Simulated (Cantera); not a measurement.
A Cantera script and its output.

```python
import numpy as np
import cantera as ct

gas = ct.Solution("gri30.yaml")
gas.TPX = 975, 390, {'H2': 0.39, 'O2': 1, 'H2O': 0.044}
reactor = ct.IdealGasConstPressureReactor(gas, energy="off", clone=False)
net = ct.ReactorNet([reactor])
net.rtol, net.atol = 1e-08, 1e-18
show = ['H2', 'O2', 'H2O2', 'H2O', 'H', 'O', 'OH']
times = np.geomspace(0.0007, 90, 9)

steps = ct.SolutionArray(gas, extra=["t"])
rows = []
print(f"{'t/s':>10s}{'T/K':>9s}{'P/Pa':>11s}" + "".join(f"{s:>11s}" for s in show))
for t in times:
    while net.time < t:
        t_next = net.step()
        steps.append(gas.state, t=t_next)
    rows.append([np.interp(t, steps.t, y) for y in (steps.T, steps.P, *steps(*show).X.T)])
    print(f"{t:10.3e}{rows[-1][0]:9.1f}{rows[-1][1]:11.4g}" + "".join(f"{x:11.3e}" for x in rows[-1][2:]))
rate = np.gradient(steps.T, steps.t)
print("integrator steps:", len(steps.t))
if steps.T.max() > steps.T[0] + 200:
    print(f"time of steepest temperature rise: {steps.t[rate.argmax()]:.4e} s")
gas.TPX = 975, 390, {'H2': 0.39, 'O2': 1, 'H2O': 0.044}
gas.equilibrate("TP")
print(f"equilibrium (TP): T = {gas.T:.1f} K  " + "  ".join(f"{s} {gas[s].X[0]:.3e}" for s in show))
```

Output:

```
       t/s      T/K       P/Pa         H2         O2       H2O2        H2O          H          O         OH
 7.000e-04    975.0        390  2.720e-01  6.974e-01  3.907e-14  3.068e-02  2.305e-10  6.017e-11  2.480e-11
 3.046e-03    975.0        390  2.720e-01  6.974e-01  7.628e-13  3.068e-02  9.959e-09  3.460e-09  1.250e-09
 1.326e-02    975.0        390  2.335e-01  6.796e-01  3.789e-08  5.794e-02  2.047e-02  6.393e-03  2.138e-03
 5.768e-02    975.0        390  8.597e-03  6.203e-01  1.213e-07  3.012e-01  4.290e-02  2.322e-02  3.734e-03
 2.510e-01    975.0        390  4.553e-04  6.485e-01  2.030e-07  3.488e-01  3.932e-04  1.096e-03  7.602e-04
 1.092e+00    975.0        390  1.349e-05  6.496e-01  7.225e-08  3.502e-01  2.109e-06  3.394e-05  1.322e-04
 4.753e+00    975.0        390  1.046e-06  6.497e-01  2.063e-08  3.503e-01  5.641e-08  3.041e-06  3.969e-05
 2.068e+01    975.0        390  1.471e-07  6.497e-01  6.337e-09  3.503e-01  3.342e-09  4.634e-07  1.547e-05
 9.000e+01    975.0        390  2.666e-08  6.497e-01  1.872e-09  3.503e-01  2.722e-10  8.720e-08  6.703e-06
integrator steps: 2010
equilibrium (TP): T = 975.0 K  H2 2.851e-10  O2 6.497e-01  H2O2 3.576e-11  H2O 3.503e-01  H 3.113e-13  O 9.372e-10  OH 6.940e-07
```

Detailed kinetics in Cantera: GRI-Mech 3.0 (53 species, 325 reactions). Radical loss at walls, strong at low pressure, is not modelled. The temperature is held fixed by assumption; the heat of reaction is taken as removed at once.
